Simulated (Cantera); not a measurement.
## Silicon etching in halogen gases: Si + F₂ + N₂ + SF₆

Input: 1 mol Si, 3.3 mol F₂, 1.2 mol N₂, 2.3 mol SF₆, at 10.0 mbar.

These are equilibrium values from Cantera (NASA tables, ideal gas, pure condensed phases), not measurements of a reactor. Candidate condensed phases: S, Si, Si₃N₄; 29 gas species. Kinetics and transport are ignored.

```
T (K)  x SF₆      x F   x N₂  x SiF₄     x F₂     x NF₃     x SF₄     x SF₅
-----  -----  -------  -----  ------  -------  --------  --------  --------
650    0.446  0.00124  0.170   0.194   0.0632     0.126    <1e-12    <1e-12
750    0.404   0.0156  0.198   0.176    0.182    0.0259    <1e-12    <1e-12
850    0.383   0.0722  0.199   0.167    0.177   0.00213    <1e-12    <1e-12
950    0.359    0.191  0.187   0.156    0.107  0.000140  2.82e-12  8.92e-11
1050   0.336    0.305  0.175   0.146   0.0375   5.93e-6   1.83e-9   6.09e-9
1150   0.327    0.351  0.171   0.142  0.00956   2.10e-7   6.47e-7   2.62e-7
1250   0.325    0.362  0.169   0.141  0.00255   9.91e-9  0.000107   6.84e-6
```
x: gas mole fraction; nothing condenses.

From 650 K to 1250 K nothing is condensed. The main Si-bearing gas is SiF₄ throughout.
